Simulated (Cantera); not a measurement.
What does this Cantera script print?

```python
import numpy as np
import cantera as ct

gas = ct.Solution("gri30.yaml")
gas.TPX = 1548, 2700, {'CH4': 1, 'N2': 3.2}
inlet = ct.Reservoir(gas, clone=True)

reactor = ct.IdealGasConstPressureReactor(gas, energy="off", clone=False)
exhaust = ct.Reservoir(gas, clone=True)
tau = [0.52, 0.31, 0.18, 0.11, 0.062, 0.036, 0.021, 0.012, 0.0072, 0.0042][0]
for a, b in ((inlet, reactor), (reactor, exhaust)):
    ct.MassFlowController(a, b, mdot=lambda t: reactor.mass / tau)
net = ct.ReactorNet([reactor])
show = ['CH4', 'CH2', 'H', 'C2H4', 'H2', 'C2H6', 'C2H']

rows = []
print(f"{'tau/s':>10s}{'T/K':>9s}" + "".join(f"{s:>11s}" for s in show))
for tau in [0.52, 0.31, 0.18, 0.11, 0.062, 0.036, 0.021, 0.012, 0.0072, 0.0042]:
    net.initial_time = 0.0
    net.advance(30 * tau)
    before = gas.X
    net.advance(40 * tau)
    drift = np.max(np.abs(gas.X - before) / (gas.X + 1e-9))
    rows.append([gas.T, *gas[show].X, drift])
    print(f"{tau:10.3e}{gas.T:9.1f}" + "".join(f"{x:11.3e}" for x in gas[show].X))
```

Output:

```
     tau/s      T/K        CH4        CH2          H       C2H4         H2       C2H6        C2H
 5.200e-01   1548.0  1.774e-01  9.997e-08  1.423e-05  3.235e-03  7.047e-02  1.092e-04  1.073e-08
 3.100e-01   1548.0  1.957e-01  1.065e-07  9.932e-06  3.796e-03  4.789e-02  1.318e-04  6.902e-09
 1.800e-01   1548.0  2.119e-01  1.050e-07  6.032e-06  3.793e-03  2.820e-02  1.435e-04  3.593e-09
 1.100e-01   1548.0  2.235e-01  9.102e-08  3.254e-06  2.992e-03  1.479e-02  1.316e-04  1.529e-09
 6.200e-02   1548.0  2.323e-01  6.010e-08  1.247e-06  1.513e-03  5.335e-03  8.793e-05  3.755e-10
 3.600e-02   1548.0  2.361e-01  3.088e-08  4.464e-07  5.220e-04  1.615e-03  4.317e-05  7.259e-11
 2.100e-02   1548.0  2.374e-01  1.329e-08  1.821e-07  1.389e-04  4.740e-04  1.692e-05  1.299e-11
 1.200e-02   1548.0  2.378e-01  4.998e-09  9.478e-08  3.038e-05  1.545e-04  5.469e-06  2.080e-12
 7.200e-03   1548.0  2.380e-01  1.945e-09  6.769e-08  7.093e-06  6.830e-05  1.750e-06  3.362e-13
 4.200e-03   1548.0  2.380e-01  6.973e-10  5.739e-08  1.468e-06  3.420e-05  4.756e-07  3.730e-14
```

Computed with Cantera and GRI-Mech 3.0 (53 species, 325 reactions). GRI-Mech 3.0 stops at C3 and has no aromatics, soot or wall deposition, so with more carbon than oxygen in the feed, carbon stays in small species such as C2H2 where larger ones or solid carbon would form. Radical loss at walls, strong at low pressure, is not modelled.
